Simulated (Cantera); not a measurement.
Input: 1 mol Cu, 0.88 mol CO2, 2.3 mol H2, equilibrated at 3830 Torr.

Cantera equilibrium calculation (NASA polynomials, part measured and part estimated; ideal gas, pure solids and liquids). Candidate condensed phases: C, C6H6, C7H8, C8H18, Cu, CuO, Cu(OH)2, Cu2O, H2O; 113 gas species. Equilibrium is a limit: real reactors are often held back by kinetics, nucleation or transport.

log p: log10 of the partial pressure in bar; n: condensed amount in mol.

| T (K) | log p H2 | log p H2O | log p CO | log p CO2 | log p CH4 | log p H | log p Cu | n Cu(s) | n Cu(l) |
|---|---|---|---|---|---|---|---|---|---|
| 998 | 0.36 | 0.10 | -0.14 | -0.24 | -0.57 | … | -10.84 | 1.00 | 0 |
| 1073 | 0.41 | 0.04 | -0.03 | -0.36 | -1.08 | … | -9.62 | 1.00 | 0 |
| 1148 | 0.42 | 0.03 | 0.02 | -0.44 | -1.71 | … | -8.57 | 1.00 | 0 |
| 1223 | 0.41 | 0.04 | 0.04 | -0.50 | -2.34 | … | -7.64 | 1.00 | 0 |
| 1298 | 0.41 | 0.05 | 0.05 | -0.55 | -2.91 | … | -6.82 | 1.00 | 0 |
| 1373 | 0.40 | 0.06 | 0.06 | -0.59 | -3.42 | … | -6.10 | 0 | 1.00 |
| 1448 | 0.40 | 0.07 | 0.07 | -0.63 | -3.87 | … | -5.48 | 0 | 1.000 |
| 1523 | 0.40 | 0.08 | 0.08 | -0.67 | -4.28 | … | -4.92 | 0 | 1.000 |
| 1598 | 0.39 | 0.08 | 0.08 | -0.70 | -4.66 | … | -4.41 | 0 | 1.000 |

Question: Complete the blanks.

Answer: 
- 998, log p H: -8.49
- 1073, log p H: -7.65
- 1148, log p H: -6.94
- 1223, log p H: -6.32
- 1298, log p H: -5.77
- 1373, log p H: -5.28
- 1448, log p H: -4.84
- 1523, log p H: -4.44
- 1598, log p H: -4.08
